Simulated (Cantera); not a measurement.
A Cantera script and what it prints.

```python
import numpy as np
import cantera as ct

gas_names = """
    N N2 Si SiN Si2 Si2N Si3
""".split()
cond_names = """
    Si(cr) Si(L) Si3N4(a)
""".split()


# ... load() reads the species with a 1 bar reference pressure and builds the phases ...
atoms = {
    'Si3N4': {'Si': 3, 'N': 4},
    'N2': {'N': 2},
}
top_T = {'Si3N4(a)': 2400}  # K; cautious upper limits of use, not melting points


# ... equilibrate(T, P, feed) seeds the gas with the atoms and calls Mixture.equilibrate('TP', solver="vcs", rtol=1e-11, max_steps=5000) ...
results = []
feed = {'Si3N4': 1, 'N2': 0.05}  # mol
P = 6800  # Pa
for T in [2150, 2250, 2350, 2450, 2550, 2650, 2750]:
    mix = equilibrate(T, P, feed)
    results.append((T, P, feed, dict(zip(mix.species_names, mix.species_moles))))
    x = sorted(zip(gas.X, gas.species_names), reverse=True)
    print(f"T = {T:g} K  P = {P:g} Pa  gas = {mix.phase_moles(0):.4g} mol")
    print("   x: " + "  ".join(f"{s} {v:.3e}" for v, s in x if v > 0.0001))
    print("   condensed (mol): " + ("  ".join(f"{mix.phase(i).name} {mix.phase_moles(i):.4g}"
          for i in range(1, mix.n_phases) if mix.phase_moles(i) > 1e-12) or "none"))
```

It prints:

```
T = 2150 K  P = 6800 Pa  gas = 2.057 mol
   x: N2 9.963e-01  Si 3.301e-03  Si2N 1.846e-04  SiN 1.604e-04
   condensed (mol): Si(L) 2.992
T = 2250 K  P = 6800 Pa  gas = 2.069 mol
   x: N2 9.904e-01  Si 8.710e-03  Si2N 3.681e-04  SiN 3.467e-04  Si2 1.535e-04
   condensed (mol): Si(L) 2.979
T = 2350 K  P = 6800 Pa  gas = 2.097 mol
   x: N2 9.770e-01  Si 2.114e-02  SiN 6.984e-04  Si2N 6.877e-04  Si2 4.449e-04
   condensed (mol): Si(L) 2.949
T = 2450 K  P = 6800 Pa  gas = 2.159 mol
   x: N2 9.484e-01  Si 4.766e-02  SiN 1.317e-03  Si2N 1.208e-03  Si2 1.180e-03  Si3 2.078e-04
   condensed (mol): Si(L) 2.883
T = 2550 K  P = 6800 Pa  gas = 2.294 mol
   x: N2 8.916e-01  Si 1.007e-01  Si2 2.891e-03  SiN 2.320e-03  Si2N 1.991e-03  Si3 4.903e-04
   condensed (mol): Si(L) 2.738
T = 2650 K  P = 6800 Pa  gas = 2.602 mol
   x: N2 7.844e-01  Si 2.010e-01  Si2 6.606e-03  SiN 3.779e-03  Si2N 3.044e-03  Si3 1.081e-03
   condensed (mol): Si(L) 2.408
T = 2750 K  P = 6800 Pa  gas = 3.431 mol
   x: N2 5.927e-01  Si 3.813e-01  Si2 1.419e-02  SiN 5.478e-03  Si2N 4.155e-03  Si3 2.244e-03
   condensed (mol): Si(L) 1.524
```

Equilibrium computed with Cantera from the NASA thermochemical tables; the gas is ideal and each condensed phase is pure. The tables' values for SiN are old estimates; treat these amounts as uncertain.
